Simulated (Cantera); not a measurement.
Charge: 1 mol SiC, 0.067 mol H2O, a varied amount of H2, equilibrated at 2073 K and 54.0 Pa.

Cantera equilibrium calculation (NASA polynomials, part measured and part estimated; ideal gas, pure solids and liquids). Candidate condensed phases: C, C6H6, C7H8, C8H18, H2O, Si, SiC, SiO2; 123 gas species. Equilibrium is a limit: real reactors are often held back by kinetics, nucleation or transport.

Problem. At 150 mol H2, list the 4 most abundant gas species with their mole fractions, and the condensed phases.

Solution. H2 0.886, H 0.107, Si 0.00568, C2H2 (acetylene) 0.00109. Condensed: C(graphite).
